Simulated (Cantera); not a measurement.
An isothermal, constant-pressure homogeneous reactor starts with 3.47 % H2, 96.5 % O2, equivalence ratio 0.018, at 1350 K and 14.3 Torr.

Computed with Cantera and GRI-Mech 3.0 (53 species, 325 reactions). Radical loss at walls, strong at low pressure, is not modelled. The temperature is held fixed by assumption; the heat of reaction is taken as removed at once.

x: mole fraction; the columns are a selection and need not sum to one.

```csv
t (s),x H2,x O2,x HO2,x H2O,x H,x OH,x O
1.00e-6,0.0347,0.965,5.45e-10,<1e-12,5.29e-10,1.60e-11,1.60e-11
6.88e-6,0.0347,0.965,[?],3.00e-11,[?],6.63e-10,6.73e-10
4.73e-5,0.0347,0.965,2.58e-8,5.92e-9,1.28e-8,1.72e-8,1.89e-8
0.000325,0.0347,0.965,1.79e-7,1.68e-6,4.29e-7,1.13e-6,1.42e-6
0.00224,0.000489,0.935,2.31e-6,0.0307,0.00330,0.00392,0.0264
0.0154,[?],0.942,[?],0.0318,[?],[?],[?]
0.106,9.68e-5,0.958,1.17e-6,0.0341,0.000312,0.00181,0.00555
0.727,5.25e-6,0.964,1.71e-7,0.0351,3.86e-6,0.000424,0.000295
5.00,2.59e-7,0.965,3.02e-8,0.0353,4.25e-8,9.46e-5,1.46e-5
```

Task: Complete the blanks.

Result: 
- 6.88e-6, x HO2: 3.75e-9
- 6.88e-6, x H: 3.10e-9
- 0.0154, x H2: 0.000340
- 0.0154, x HO2: 2.08e-6
- 0.0154, x H: 0.00218
- 0.0154, x OH: 0.00337
- 0.0154, x O: 0.0205
